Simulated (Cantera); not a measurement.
**SiCl₄ + Cl₂ + H₂ (chlorosilane synthesis and conversion)**

Feed: 1 mol SiCl₄, 1 mol Cl₂, a varied amount of H₂, equilibrated at 1125 K and 101000 Pa.

These are equilibrium values from Cantera (NASA tables, ideal gas, pure condensed phases), not measurements of a reactor. Candidate condensed phases: Si; 19 gas species. The tables' values for SiCl₃ are old estimates; treat these amounts as uncertain. Kinetics and transport are ignored.

From 0.78 mol H₂ to 12 mol H₂ nothing is condensed. The main Si-bearing gas is SiCl₄ throughout.

| n(H₂) (mol) | x H₂ | x HCl | x SiCl₄ | x Cl₂ | x SiHCl₃ |
|---|---|---|---|---|---|
| 0.78 | 1.48e-9 | 0.561 | 0.360 | 0.0788 | 1.64e-11 |
| 1.2 | 0.0619 | 0.626 | 0.312 | 2.34e-9 | 0.000536 |
| 1.7 | 0.187 | 0.542 | 0.268 | 5.81e-10 | 0.00161 |
| 2.5 | 0.330 | 0.448 | 0.219 | 2.24e-10 | 0.00281 |
| 3.7 | 0.469 | 0.355 | 0.171 | 9.94e-11 | 0.00393 |
| 5.5 | 0.595 | 0.272 | 0.128 | 4.60e-11 | 0.00486 |
| 8 | 0.694 | 0.206 | 0.0939 | 2.26e-11 | 0.00550 |
| 12 | 0.779 | 0.149 | 0.0649 | 1.06e-11 | 0.00588 |
x: gas mole fraction; nothing condenses.
